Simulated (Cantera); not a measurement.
Charge: 1 mol Cr2O3, 5.2 mol H2, equilibrated at 1475 K.

These are equilibrium values from Cantera (NASA tables, ideal gas, pure condensed phases), not measurements of a reactor. Candidate condensed phases: Cr, Cr2O3, H2O; 13 gas species. Mutual solubility and eutectic melting of coexisting phases are not modelled. Kinetics and transport are ignored.

Problem. Which condensed phases are stable at each of these points (P (Pa)): 10, 36, 130, 460, 1700, 6000, 22000, 77000, 280000, 1000000?

Solution. 
```csv
P (Pa),condensed phases,Cr condensed (%)
10,Cr2O3(s),99.7
36,Cr2O3(s),99.8
130,Cr(s) + Cr2O3(s),99.9
460,Cr(s) + Cr2O3(s),100.0
1700,Cr(s) + Cr2O3(s),100.0
6000,Cr(s) + Cr2O3(s),100.0
22000,Cr(s) + Cr2O3(s),100.0
77000,Cr(s) + Cr2O3(s),100.0
280000,Cr(s) + Cr2O3(s),100.0
1000000,Cr(s) + Cr2O3(s),100.0
```

From 0.000100 bar to 0.000360 bar the condensed part is Cr2O3(s). From 0.00130 bar to 10.0 bar the condensed part is Cr(s) + Cr2O3(s).
